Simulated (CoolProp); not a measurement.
Vapour-liquid equilibrium of benzene (1) + dimethyl carbonate (2) at 232.45 °C; x and y are mole fractions of (1).

The numbers come from the multi-fluid Helmholtz-energy mixture model, Thol 2012 and Zhou 2011; pair parameters Bell 2016 in CoolProp.

| x | bubble pressure, mixture model (kPa) | bubble pressure, Raoult's law (kPa) | y, mixture model | y, Raoult's law |
|---|---|---|---|---|
| 0.05 | 2329 | 2306 | 0.056 | 0.051 |
| 0.2 | 2390 | 2312 | 0.215 | 0.203 |
| 0.35 | 2429 | 2318 | 0.362 | 0.354 |
| 0.5 | 2448 | 2325 | 0.503 | 0.505 |
| 0.65 | 2444 | 2331 | 0.644 | 0.654 |
| 0.8 | 2418 | 2337 | 0.789 | 0.803 |
| 0.95 | 2368 | 2344 | 0.945 | 0.951 |

The largest gap from Raoult's law is +5.3 % in bubble pressure, at x = 0.5. y crosses x between x = 0.5 and 0.65: the model has an azeotrope there.

Pair parameters are fitted to limited data, so mixtures are less certain than the pure fluids.
